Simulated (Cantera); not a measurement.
# MgSO4 + C + H2O (calcination and drying)

Charge: 1 mol MgSO4, 0.38 mol C, 3.4 mol H2O, at 1.00 bar.

These are equilibrium values from Cantera (NASA tables, ideal gas, pure condensed phases), not measurements of a reactor. Candidate condensed phases: C, C6H6, C7H8, C8H18, H2O, H2SO4, Mg, MgCO3, MgO, Mg(OH)2, MgS, MgSO4, S; 130 gas species. Mutual solubility and eutectic melting of coexisting phases are not modelled. Equilibrium is a limit: real reactors are often held back by kinetics, nucleation or transport.

| T (K) | log p H2O | log p SO2 | log p CO2 | log p O2 | log p SO3 | log p H2 | n MgO(s) | n MgSO4(s) |
|---|---|---|---|---|---|---|---|---|
| 873 | -0.13 | -0.78 | -1.08 | <-12 | -7.41 | -4.43 | 0.760 | 0.240 |
| 923 | -0.13 | -0.78 | -1.08 | <-12 | -6.51 | -4.85 | 0.760 | 0.240 |
| 973 | -0.13 | -0.78 | -1.08 | -10.64 | -5.70 | -5.23 | 0.760 | 0.240 |
| 1023 | -0.13 | -0.78 | -1.08 | -8.67 | -4.97 | -5.56 | 0.760 | 0.240 |
| 1073 | -0.13 | -0.78 | -1.08 | -6.89 | -4.31 | -5.86 | 0.760 | 0.240 |
| 1123 | -0.13 | -0.78 | -1.08 | -5.27 | -3.71 | -6.13 | 0.761 | 0.239 |
| 1173 | -0.13 | -0.78 | -1.08 | -3.81 | -3.17 | -6.37 | 0.764 | 0.236 |
| 1223 | -0.13 | -0.76 | -1.08 | -2.49 | -2.68 | -6.58 | 0.800 | 0.200 |
log p: log10 of the partial pressure in bar; n: condensed amount in mol.

From 873 K to 1223 K the condensed part is MgO(s) + MgSO4(s).
